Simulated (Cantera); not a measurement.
Charge: 1 mol BN, 17 mol HCl, 19 mol N₂, held at 1100 K and 0.0610 bar.

Equilibrium computed with Cantera from the NASA thermochemical tables; the gas is ideal and each condensed phase is pure. Candidate condensed phases: B, BN, NH₄Cl; 21 gas species. Gases not in the tables: BHCl₂. Rates play no part.

Base state: N₂ 0.529, HCl 0.464, H₂ 0.00421, BCl₃ 0.00280 (mole fractions); condensed: BN(s).

Q: What changes in the equilibrium state with this change: temperature from 1100 K to 1648 K?

A: 
| species | before | after |
|---|---|---|
| N₂ | 0.529 | 0.536 |
| HCl | 0.464 | 0.421 |
| H₂ | 0.00421 | 0.0254 |
| BCl₃ | 0.00280 | 0.0165 |
| BCl₂ | 3.49e-9 | 0.000201 |
| BCl | <1e-9 | 3.20e-5 |
| H | 6.79e-9 | 5.74e-5 |
| Cl | 6.70e-7 | 0.000748 |
| BN(s), mol | 0.899 | 0.396 |
The tables' values for BCl₂, BCl are old estimates; treat these amounts as uncertain.
